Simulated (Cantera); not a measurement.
An adiabatic, constant-volume homogeneous reactor starts with C3H8 : O2 : N2 = 1 : 10.2 : 38.4 (molar parts), equivalence ratio 0.49, at 1400 K and 0.622 atm. Integrator tolerance rtol = 1e-08.

Computed with Cantera and GRI-Mech 3.0 (53 species, 325 reactions). GRI-Mech 3.0 was tuned for natural gas; its chemistry of propane as a main component is partial and can be far from experiment.

Question: What does this change do: 1.1 parts H2 added?

Answer: 
```json
[
 {"quantity": "time of steepest temperature rise", "before": "0.256 ms", "after": "0.187 ms"},
 {"quantity": "temperature at 0.900 s", "before": "2525 K", "after": "2596 K"},
 {"quantity": "equilibrium temperature", "before": "2525 K", "after": "2596 K"},
 {"quantity": "x(C3H8) at 0.900 s", "before": "<1e-12 (gas-phase equilibrium <1e-12)", "after": "<1e-12 (gas-phase equilibrium <1e-12)"},
 {"quantity": "x(O2) at 0.900 s", "before": "0.0933 (gas-phase equilibrium 0.0933)", "after": "0.0815 (gas-phase equilibrium 0.0815)"},
 {"quantity": "x(H2) at 0.900 s", "before": "0.00145 (gas-phase equilibrium 0.00145)", "after": "0.00264 (gas-phase equilibrium 0.00264)"},
 {"quantity": "x(CH4) at 0.900 s", "before": "<1e-12 (gas-phase equilibrium <1e-12)", "after": "<1e-12 (gas-phase equilibrium <1e-12)"},
 {"quantity": "x(HO2) at 0.900 s", "before": "7.28e-6 (gas-phase equilibrium 7.28e-6)", "after": "8.76e-6 (gas-phase equilibrium 8.76e-6)"},
 {"quantity": "x(CH2O) at 0.900 s", "before": "4.53e-12 (gas-phase equilibrium 4.53e-12)", "after": "1.18e-11 (gas-phase equilibrium 1.18e-11)"}
]
```
